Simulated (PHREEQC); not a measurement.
Solution (25 °C): 0.095 mol KOH, 0.0017 mol Al(NO3)3 and 0.0002 mol CO2 per kg of water. Closed to the air; pH follows from the charge balance.

Model: ion-association model, phreeqc.dat, run in PHREEQC.

**Question.** The ionic strength comes out as 0.0952 mol/kgw. What activity coefficients do NO3-, K+, Al(OH)4-, CO3-2, OH- get?

**Answer.** NO3- 0.76, K+ 0.77, Al(OH)4- 0.78, CO3-2 0.39, OH- 0.77.

This is a speciation only: nothing precipitates in the calculation.
